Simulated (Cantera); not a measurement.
A Cantera script and what it prints.

```python
import numpy as np
import cantera as ct

gas_names = [...]  # 114 gases of nasa_gas.yaml made of C, Fe, H, O
cond_names = """
    C(gr) C6H6(L) C7H8(L) C8H18(L),n-octa Fe(a) Fe(c) Fe(d) Fe(L) FeC5O5(L) FeO(s) FeO(L) Fe(OH)2(s)
    Fe(OH)3(s) Fe2O3(s) Fe3O4(s) H2O(s) H2O(L)
""".split()


# ... load() reads the species with a 1 bar reference pressure and builds the phases ...
atoms = {
    'Fe2O3': {'Fe': 2, 'O': 3},
    'CO': {'C': 1, 'O': 1},
    'H2': {'H': 2},
}
top_T = {'C(gr)': 4500, 'Fe2O3(s)': 1830, 'Fe3O4(s)': 1870}  # K; cautious upper limits of use, not melting points


# ... equilibrate(T, P, feed) seeds the gas with the atoms and calls Mixture.equilibrate('TP', solver="vcs", rtol=1e-11, max_steps=5000) ...
results = []
feed = {'Fe2O3': 1, 'CO': 2.7, 'H2': 0.1}  # mol
T = 1625  # K
P = 1333.22  # Pa
mix = equilibrate(T, P, feed)
results.append((T, P, feed, dict(zip(mix.species_names, mix.species_moles))))
x = sorted(zip(gas.X, gas.species_names), reverse=True)
print(f"T = {T:g} K  P = {P:g} Pa  gas = {mix.phase_moles(0):.4g} mol")
print("   x: " + "  ".join(f"{s} {v:.3e}" for v, s in x if v > 0.001))
print("   condensed (mol): " + ("  ".join(f"{mix.phase(i).name} {mix.phase_moles(i):.4g}"
      for i in range(1, mix.n_phases) if mix.phase_moles(i) > 1e-12) or "none"))
```

It prints:

```
T = 1625 K  P = 1333.22 Pa  gas = 2.8 mol
   x: CO 6.293e-01  CO2 3.349e-01  H2O 2.223e-02  H2 1.344e-02
   condensed (mol): FeO(s) 2
```

Equilibrium computed with Cantera from the NASA thermochemical tables; the gas is ideal and each condensed phase is pure. The tables' stoichiometric FeO is somewhat more stable than real wüstite, so its field is too wide. FeO: taken at fixed stoichiometry.
